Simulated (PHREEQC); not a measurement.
Consider water at 25 °C with 0.082 mol/kgw CaCl2 and 0.00015 mol/kgw NaF. It is in equilibrium with CO2 at log p = -3.4 (atm). Otherwise closed; pH follows from the charge balance.

The numbers come from PHREEQC with the ion-association model, phreeqc.dat.

```yaml
pH: 5.56
ionic_strength: 0.246 mol/kgw
specific_conductance: 15500 µS/cm
density: 1.004 g/cm³
```

```json
[
 {"species": "Cl-", "molality": "0.164", "activity": "0.115", "log γ": "-0.155"},
 {"species": "Ca+2", "molality": "0.0820", "activity": "0.0249", "log γ": "-0.517"},
 {"species": "Na+", "molality": "0.000150", "activity": "0.000111", "log γ": "-0.132"},
 {"species": "F-", "molality": "0.000150", "activity": "0.000103", "log γ": "-0.161"},
 {"species": "CO2", "molality": "1.28e-5", "activity": "1.36e-5", "log γ": "0.025"},
 {"species": "H+", "molality": "3.50e-6", "activity": "2.76e-6", "log γ": "-0.103"},
 {"species": "HCO3-", "molality": "2.96e-6", "activity": "2.17e-6", "log γ": "-0.135"},
 {"species": "CaHCO3+", "molality": "9.28e-7", "activity": "6.91e-7", "log γ": "-0.128"},
 {"species": "HF", "molality": "4.04e-7", "activity": "4.27e-7", "log γ": "0.025"},
 {"species": "NaF", "molality": "6.21e-9", "activity": "6.58e-9", "log γ": "0.025"}
]
```

Precipitation was switched off in this run. Saturation is exceeded, for instance for Fluorite; the values hold only as long as no solid forms. Species that the database lacks are ignored.
